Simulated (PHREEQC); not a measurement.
**Buffer: speciation**

Solution (10 °C): 0.0045 mol NH4Cl and 0.001 mol Na2B4O7 per kg of water. Closed to the air; pH follows from the charge balance.

The numbers come from PHREEQC with the ion-association model, wateq4f.dat.

No solid was allowed to form.

Q: Predict the pH.

A: pH 9.02.

Q: In which forms is B present?

A: H3BO3 67 %, H2BO3- 33 % of the B.

Away from 25 °C the constants follow the database's enthalpies or fits; those with neither stay at their 25 °C values.
